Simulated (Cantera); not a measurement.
# Counterflow diffusion flame

A counterflow diffusion flame at 64000 Pa, nozzles 20 mm apart: fuel side C₃H₈ = 1 (molar parts) at 300 K, oxidiser side O₂ : N₂ = 0.23 : 0.77 (molar parts) at 650 K, fuel mass flux 1.8 times the oxidiser's; mixture-averaged transport, no radiation.

Computed with Cantera and GRI-Mech 3.0 (53 species, 325 reactions). GRI-Mech 3.0 was tuned for natural gas; its chemistry of propane as a main component is partial and can be far from experiment. GRI-Mech 3.0 has no aromatics or soot, which form on the fuel side of real flames. The maximum strain rate includes the flame's own expansion and is several times the mean.

```json
[
 {"oxidiser flux (kg/m²/s)": "0.16", "max strain (1/s)": "248", "mean strain (1/s)": "36.1", "T max (K)": "2166", "peak x OH": "0.0108", "peak x H": "0.00686", "peak x NO": "0.000365", "peak x CO": "0.0880", "peak x C₂H₂": "0.0468"},
 {"oxidiser flux (kg/m²/s)": "0.21", "max strain (1/s)": "317", "mean strain (1/s)": "47.4", "T max (K)": "2149", "peak x OH": "0.0107", "peak x H": "0.00714", "peak x NO": "0.000340", "peak x CO": "0.0870", "peak x C₂H₂": "0.0454"},
 {"oxidiser flux (kg/m²/s)": "0.29", "max strain (1/s)": "426", "mean strain (1/s)": "65.4", "T max (K)": "2134", "peak x OH": "0.0106", "peak x H": "0.00753", "peak x NO": "0.000316", "peak x CO": "0.0863", "peak x C₂H₂": "0.0440"},
 {"oxidiser flux (kg/m²/s)": "0.39", "max strain (1/s)": "558", "mean strain (1/s)": "87.9", "T max (K)": "2115", "peak x OH": "0.0105", "peak x H": "0.00784", "peak x NO": "0.000287", "peak x CO": "0.0855", "peak x C₂H₂": "0.0424"},
 {"oxidiser flux (kg/m²/s)": "0.52", "max strain (1/s)": "724", "mean strain (1/s)": "117", "T max (K)": "2097", "peak x OH": "0.0102", "peak x H": "0.00811", "peak x NO": "0.000259", "peak x CO": "0.0849", "peak x C₂H₂": "0.0407"},
 {"oxidiser flux (kg/m²/s)": "0.69", "max strain (1/s)": "937", "mean strain (1/s)": "156", "T max (K)": "2079", "peak x OH": "0.0100", "peak x H": "0.00836", "peak x NO": "0.000230", "peak x CO": "0.0846", "peak x C₂H₂": "0.0389"},
 {"oxidiser flux (kg/m²/s)": "0.93", "max strain (1/s)": "1230", "mean strain (1/s)": "210", "T max (K)": "2057", "peak x OH": "0.00968", "peak x H": "0.00853", "peak x NO": "0.000196", "peak x CO": "0.0844", "peak x C₂H₂": "0.0368"},
 {"oxidiser flux (kg/m²/s)": "1.2", "max strain (1/s)": "1550", "mean strain (1/s)": "271", "T max (K)": "2035", "peak x OH": "0.00932", "peak x H": "0.00861", "peak x NO": "0.000167", "peak x CO": "0.0846", "peak x C₂H₂": "0.0345"},
 {"oxidiser flux (kg/m²/s)": "1.7", "max strain (1/s)": "2130", "mean strain (1/s)": "383", "T max (K)": "2000", "peak x OH": "0.00868", "peak x H": "0.00855", "peak x NO": "0.000125", "peak x CO": "0.0853", "peak x C₂H₂": "0.0309"},
 {"oxidiser flux (kg/m²/s)": "2.2", "max strain (1/s)": "2700", "mean strain (1/s)": "496", "T max (K)": "1969", "peak x OH": "0.00808", "peak x H": "0.00834", "peak x NO": "9.46e-5", "peak x CO": "0.0864", "peak x C₂H₂": "0.0276"}
]
```
x: mole fraction; the columns are a selection and need not sum to one.
